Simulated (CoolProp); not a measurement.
Ammonia along the isotherm 443.5 K: density (kg/m³) from the reference equation and from simpler models built on Tc = 405.6 K, pc = 11.36 MPa, ω = 0.256; each cubic takes its own stable root.

Model: reference Helmholtz-energy equation of state, Gao 2020, in CoolProp.

```csv
p (MPa),phase,reference,ideal gas,van der Waals,Redlich-Kwong,Soave-Redlich-Kwong,Peng-Robinson
7.69,gas,44.55,35.52,43.79,44.34,[?],44.83
15.4,supercritical,135.7,71.12,147.8,135.8,123.7,130.7
23.1,supercritical,306.0,106.7,231.5,251.3,231.9,250.4
30.8,supercritical,373.3,[?],258.4,297.5,283.6,309.9
38.5,supercritical,[?],177.8,275.2,[?],314.6,345.6
46.2,supercritical,432.6,213.4,287.5,346.6,337.0,371.3
53.8,supercritical,450.9,248.5,297.1,[?],354.5,391.1
61.5,supercritical,466.2,284.0,305.2,376.7,[?],407.7
69.2,supercritical,479.2,319.6,312.1,388.4,381.5,421.8
76.9,supercritical,490.6,355.2,318.1,398.7,392.3,434.0
84.6,supercritical,500.8,390.7,323.4,407.9,401.9,444.8
92.3,supercritical,509.9,426.3,[?],416.1,410.5,454.4
100,supercritical,518.3,461.8,332.4,423.6,418.4,463.2
```

Problem. Some entries are withheld; supply them.

Solution. 
- 7.69, Soave-Redlich-Kwong: 43.67
- 30.8, ideal gas: 142.2
- 38.5, reference: 408.4
- 38.5, Redlich-Kwong: 325.9
- 53.8, Redlich-Kwong: 362.9
- 61.5, Soave-Redlich-Kwong: 369.0
- 92.3, van der Waals: 328.1
